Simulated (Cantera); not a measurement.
A perfectly stirred reactor is fed with H2 : O2 = 0.27 : 1 (molar parts), equivalence ratio 0.14, at 2.78 Torr; it is held at 1473 K, and followed from long to short residence time.

Computed with Cantera and the H2/O2 subset of GRI-Mech 3.0, which has no nitrogen chemistry. Radical loss at walls, strong at low pressure, is not modelled. The temperature is held fixed by assumption; the heat of reaction is taken as removed at once.

What does this change do: pressure from 2.78 Torr to 28.5 Torr?


```
quantity                  before    after
----------------------  --------  -------
x(H2) at τ = 17.0 s     0.000771  4.14e-5
x(O2) at τ = 17.0 s        0.755    0.761
x(H2O) at τ = 17.0 s       0.233    0.237
x(H) at τ = 17.0 s      0.000751  6.73e-6
x(H2O2) at τ = 17.0 s    2.23e-8  3.84e-8
x(H2) at τ = 88.0 ms      0.0103  0.00134
x(O2) at τ = 88.0 ms       0.670    0.752
x(H2O) at τ = 88.0 ms      0.176    0.230
x(H) at τ = 88.0 ms       0.0440  0.00137
x(H2O2) at τ = 88.0 ms   5.03e-8  2.58e-7
```

What does this change do: O2 1 to 0.59 parts?


| quantity | before | after |
|---|---|---|
| x(H2) at τ = 17.0 s | 0.000771 | 0.00133 |
| x(O2) at τ = 17.0 s | 0.755 | 0.621 |
| x(H2O) at τ = 17.0 s | 0.233 | 0.365 |
| x(H) at τ = 17.0 s | 0.000751 | 0.000987 |
| x(H2O2) at τ = 17.0 s | 2.23e-8 | 3.49e-8 |
| x(H2) at τ = 88.0 ms | 0.0103 | 0.0202 |
| x(O2) at τ = 88.0 ms | 0.670 | 0.535 |
| x(H2O) at τ = 88.0 ms | 0.176 | 0.259 |
| x(H) at τ = 88.0 ms | 0.0440 | 0.0748 |
| x(H2O2) at τ = 88.0 ms | 5.03e-8 | 7.54e-8 |
